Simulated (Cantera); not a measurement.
**Moist CO burnout**

An isothermal, constant-pressure homogeneous reactor starts with CO : O₂ : H₂O : N₂ = 0.015 : 0.046 : 0.0057 : 1 (molar parts), equivalence ratio 0.16, at 898 K and 2250 Torr.

Model: GRI-Mech 3.0 (53 species, 325 reactions), integrated in Cantera.

| t (s) | x CO | x O₂ | x H₂O | x NO | x O | x NO₂ | x H |
|---|---|---|---|---|---|---|---|
| 2.00e-6 | 0.0141 | 0.0431 | 0.00534 | <1e-12 | <1e-12 | <1e-12 | <1e-12 |
| 9.28e-6 | 0.0141 | 0.0431 | 0.00534 | <1e-12 | 1.31e-12 | <1e-12 | <1e-12 |
| 4.31e-5 | 0.0141 | 0.0431 | 0.00534 | <1e-12 | 5.90e-12 | <1e-12 | <1e-12 |
| 0.000200 | 0.0141 | 0.0431 | 0.00534 | <1e-12 | 2.42e-11 | <1e-12 | <1e-12 |
| 0.000928 | 0.0141 | 0.0431 | 0.00534 | <1e-12 | 6.79e-11 | <1e-12 | <1e-12 |
| 0.00431 | 0.0141 | 0.0431 | 0.00534 | <1e-12 | 8.80e-11 | <1e-12 | <1e-12 |
| 0.0200 | 0.0141 | 0.0431 | 0.00534 | <1e-12 | 9.26e-11 | <1e-12 | <1e-12 |
| 0.0928 | 0.0141 | 0.0431 | 0.00534 | <1e-12 | 1.17e-10 | <1e-12 | 1.55e-12 |
| 0.431 | 0.0141 | 0.0431 | 0.00534 | <1e-12 | 3.21e-10 | <1e-12 | 1.17e-11 |
| 2.00 | 0.0140 | 0.0431 | 0.00534 | <1e-12 | 2.91e-9 | <1e-12 | 1.62e-10 |
| 9.28 | 0.0123 | 0.0423 | 0.00535 | <1e-12 | 5.22e-9 | 1.83e-12 | 3.18e-10 |
| 43.1 | 0.00633 | 0.0394 | 0.00536 | 1.18e-12 | 4.25e-9 | 4.96e-11 | 1.86e-10 |
| 200 | 0.000600 | 0.0366 | 0.00538 | 3.56e-12 | 8.93e-10 | 3.59e-10 | 1.36e-11 |
x: mole fraction; the columns are a selection and need not sum to one.

Equilibrium at this temperature and pressure: CO <1e-12, O₂ 0.0363, H₂O 0.00538, NO 4.11e-6, O <1e-12, NO₂ 3.51e-7, H <1e-12 (gas phase only).
